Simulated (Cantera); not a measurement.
## Thermodynamics of calcination and drying, feed CaCO₃ + CO₂ + O₂

Charge: 1 mol CaCO₃, 0.14 mol CO₂, 6.5 mol O₂, at 1500 K and 0.100 bar.

These are equilibrium values from Cantera (NASA tables, ideal gas, pure condensed phases), not measurements of a reactor. Candidate condensed phases: C, Ca, CaCO₃, CaO; 15 gas species. Kinetics and transport are ignored.

- x(O₂): 0.851
- x(CO₂): 0.149
- x(O): 1.18e-5
- x(CO): 2.50e-6
- n(CaO(s)): 1.00 mol
- gas amount: 7.640 mol
- log10 activity of C(graphite) (absent): -14.55
- log10 activity of Ca(l) (absent): -16.02
